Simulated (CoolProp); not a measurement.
Computed with CoolProp (reference Helmholtz-energy equation of state, Thol 2016).

Task: For hexamethyldisiloxane (MM), give the phase and the Z, Joule-Thomson coefficient (K/MPa), isothermal compressibility (1/MPa), fugacity coefficient at 491.4 K and 1 MPa; 531 K and 1 MPa.

Result: 
- 491.4 K and 1 MPa: gas; Z 0.718, Joule-Thomson coefficient 17.3, isothermal compressibility 1.54, fugacity coefficient 0.780
- 531 K and 1 MPa: gas; Z 0.807, Joule-Thomson coefficient 10.8, isothermal compressibility 1.27, fugacity coefficient 0.834
